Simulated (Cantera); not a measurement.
A closed system holds: 1 mol borazine, 0.63 mol H2O, 0.18 mol N2, held at 1773.15 K.

These are equilibrium values from Cantera (NASA tables, ideal gas, pure condensed phases), not measurements of a reactor. Candidate condensed phases: B, BN, B2O3, B3O3H3, H2O; 39 gas species. The feed counts by its element totals alone. Mutual solubility and eutectic melting of coexisting phases are not modelled. Kinetics and transport are ignored.

**Question.** Which condensed phases are stable at each of these points (P (Pa)): 10, 28, 77, 220, 600, 1700, 4600, 13000, 36000, 100000?

**Answer.** 
| P (Pa) | condensed phases | B condensed (%) |
|---|---|---|
| 10 | BN(s) | 79.0 |
| 28 | BN(s) | 79.1 |
| 77 | BN(s) | 79.5 |
| 220 | BN(s) | 80.2 |
| 600 | BN(s) | 81.3 |
| 1700 | BN(s) | 82.8 |
| 4600 | BN(s) | 84.2 |
| 13000 | BN(s) + B2O3(l) | 87.6 |
| 36000 | BN(s) + B2O3(l) | 94.2 |
| 100000 | BN(s) + B2O3(l) | 97.0 |

From 0.0750 Torr to 34.5 Torr the condensed part is BN(s). From 97.5 Torr to 750 Torr the condensed part is BN(s) + B2O3(l).
